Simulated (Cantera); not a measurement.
**Diamond growth**

A diamond (100) surface in a fixed gas of H2 with x(CH4) = 0.0084, x(H) = 0.007, x(CH3) = 7.8e-05, at 1348 K; coverages are run to steady state.

Model: the Harris–Goodwin 1993 mechanism for the reconstructed diamond (100) surface, integrated in Cantera.

```tsv
P (Pa)	growth (µm/h)	θ c6HH	θ c6H*	θ c6*H	θ c6**	θ c6HM
920	0.104	0.359	0.0541	0.535	0.0515	1.29e-5
1600	0.211	0.359	0.0541	0.535	0.0515	2.33e-5
2700	0.406	0.359	0.0541	0.535	0.0515	3.99e-5
4600	0.793	0.359	0.0541	0.535	0.0515	6.81e-5
7900	1.61	0.359	0.0542	0.535	0.0515	0.000115
13000	3.18	0.359	0.0542	0.535	0.0515	0.000183
23000	7.23	0.359	0.0544	0.534	0.0515	0.000301
39000	15.8	0.359	0.0546	0.534	0.0516	0.000457
```
θ: site fractions in the mechanism's names (c6HH fully hydrogenated, c6H* and c6*H radical sites, c6** diradical, c6HM methylated).
